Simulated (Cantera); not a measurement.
What does this Cantera script print?

```python
import numpy as np
import cantera as ct

gas = ct.Solution("h2o2.yaml")
gas.TPX = 375, 56000, {'H2': 1, 'O2': 0.238, 'N2': 0.833}
flame = ct.FreeFlame(gas, width=0.06)
flame.set_refine_criteria(ratio=3, slope=0.08, curve=0.16)
flame.transport_model = "mixture-averaged"
flame.solve(loglevel=0, auto=True)
z, T = flame.grid, flame.T
thick = (T[-1] - T[0]) / np.gradient(T, z).max()
show = ['H2', 'O2', 'H', 'H2O', 'HO2', 'H2O2']
print(f"laminar burning velocity  {flame.velocity[0] * 100:.3f} cm/s")
print(f"burnt temperature         {T[-1]:.1f} K")
print(f"thermal thickness         {thick * 1e3:.4f} mm")
print(f"grid points               {len(z)}")
z0 = z[flame.heat_release_rate.argmax()]
print(f"{'z/mm':>9s}{'T/K':>9s}{'u/(m/s)':>9s}" + "".join(f"{s:>11s}" for s in show))
rows = []
for k in (-3, -2, -1.5, -1, -0.5, -0.25, 0, 0.25, 0.5, 1, 2, 4, 8):
    zz = z0 + k * thick
    rows.append([k * thick, np.interp(zz, z, T), np.interp(zz, z, flame.velocity),
                 *(np.interp(zz, z, flame.X[gas.species_index(s)]) for s in show)])
    print(f"{rows[-1][0] * 1e3:9.3f}{rows[-1][1]:9.1f}{rows[-1][2]:9.3f}" + "".join(f"{x:11.3e}" for x in rows[-1][3:]))
```

Result:

```
laminar burning velocity  419.108 cm/s
burnt temperature         2115.1 K
thermal thickness         0.7947 mm
grid points               130
     z/mm      T/K  u/(m/s)         H2         O2          H        H2O        HO2       H2O2
   -2.384    375.0    4.191  4.829e-01  1.149e-01  9.063e-18  4.394e-14  1.877e-14 -8.130e-17
   -1.589    375.0    4.191  4.829e-01  1.149e-01  3.335e-15  2.472e-11  1.308e-11  2.218e-13
   -1.192    375.0    4.191  4.829e-01  1.149e-01  6.045e-14  4.480e-10  2.644e-10  4.582e-12
   -0.795    375.0    4.191  4.828e-01  1.149e-01  3.810e-11  3.662e-08  2.703e-08  4.830e-10
   -0.397    395.1    4.392  4.795e-01  1.153e-01  3.741e-05  4.294e-04  1.635e-04  8.413e-06
   -0.199    686.2    7.411  4.434e-01  1.083e-01  7.624e-03  2.318e-02  1.432e-04  3.915e-05
    0.000   1105.2   11.595  3.483e-01  7.404e-02  4.615e-02  1.006e-01  4.917e-05  1.528e-06
    0.199   1375.4   14.340  2.574e-01  2.121e-02  8.378e-02  2.013e-01  1.315e-05  6.008e-07
    0.397   1491.4   15.487  2.331e-01  3.847e-03  8.988e-02  2.361e-01  2.275e-06  3.554e-07
    0.795   1597.7   16.482  2.355e-01  5.196e-04  7.996e-02  2.441e-01  2.981e-07  2.587e-07
    1.589   1707.3   17.474  2.450e-01  3.268e-04  6.489e-02  2.464e-01  1.831e-07  1.731e-07
    3.179   1817.7   18.448  2.548e-01  2.125e-04  4.916e-02  2.491e-01  1.202e-07  9.749e-08
    6.357   1916.3   19.297  2.636e-01  1.170e-04  3.479e-02  2.520e-01  7.114e-08  4.942e-08
```

Model: the H2/O2 subset of GRI-Mech 3.0, which has no nitrogen chemistry, integrated in Cantera. Burning velocities carry a grid error of a few per cent, more on coarse grids.
